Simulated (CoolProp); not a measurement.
A single-stage vapour-compression cycle with sulfur dioxide: evaporating at 273.15 K (dew point), condensing at 335.15 K (bubble point), superheat 8 K, subcooling 0 K, compressor efficiency 0.6, no pressure losses. Each further row changes one setting.

Computed with CoolProp (reference Helmholtz-energy equation of state, Gao 2016).

```
case                              cooling COP  pressure ratio  discharge temperature (K)  refrigerating effect (kJ/kg)  volumetric capacity (kJ/m³)
--------------------------------  -----------  --------------  -------------------------  ----------------------------  ---------------------------
as stated                                2.06            7.46                      500.7                           298                         1310
evaporating temperature 278.15 K   (withheld)      (withheld)                      483.0                           301                   (withheld)
condensing temperature 330.15 K    (withheld)            6.55                 (withheld)                           306                         1350
subcooling 5 K                           2.11            7.46                      500.7                           306                         1350
superheat 18 K                           2.02            7.46                      516.8                           305                         1290
```

Q: Some entries are withheld; supply them.

A: 
- evaporating temperature 278.15 K, cooling COP: 2.32
- evaporating temperature 278.15 K, pressure ratio: 6.11
- evaporating temperature 278.15 K, volumetric capacity (kJ/m³): 1600
- condensing temperature 330.15 K, cooling COP: 2.28
- condensing temperature 330.15 K, discharge temperature (K): 484.6
